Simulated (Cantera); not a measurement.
Stirred combustor or abatement burner

A perfectly stirred reactor is fed with H₂ : O₂ : N₂ = 1 : 0.926 : 3.48 (molar parts), equivalence ratio 0.54, at 1.01 bar; it is adiabatic with a 725 K inlet, and is followed from long to short residence time, starting on the burning branch (τ in s: 0.23, 0.084, 0.03, 0.011, 0.0039, 0.0014, 0.0005, 0.00018, 6.5e-05, 2.3e-05, 8.4e-06).

Computed with Cantera and the H2/O2 subset of GRI-Mech 3.0, which has no nitrogen chemistry.

```csv
τ (s),T (K),x H₂,x O₂,x H₂O,x OH,x O,x H
0.23,2070,0.000382,0.0859,0.201,0.00344,0.000373,5.70e-5
0.084,2067,0.000462,0.0858,0.201,0.00373,0.000442,7.44e-5
0.030,2062,0.000671,0.0856,0.201,0.00439,0.000625,0.000127
0.011,2050,0.00113,0.0853,0.199,0.00558,0.00104,0.000278
0.0039,2026,0.00211,0.0849,0.197,0.00738,0.00194,0.000720
0.0014,1985,0.00390,0.0844,0.193,0.00950,0.00359,0.00187
0.00050,1914,0.00683,0.0843,0.186,0.0115,0.00630,0.00461
0.00018,1806,0.0110,0.0849,0.177,0.0124,0.00995,0.0101
6.5e-5,1658,0.0168,0.0875,0.165,0.0116,0.0135,0.0191
2.3e-5,1468,0.0299,0.0959,0.145,0.00898,0.0139,0.0297
8.4e-6,725,0.185,0.171,<1e-12,<1e-12,<1e-12,<1e-12
```
x: mole fraction; the columns are a selection and need not sum to one.
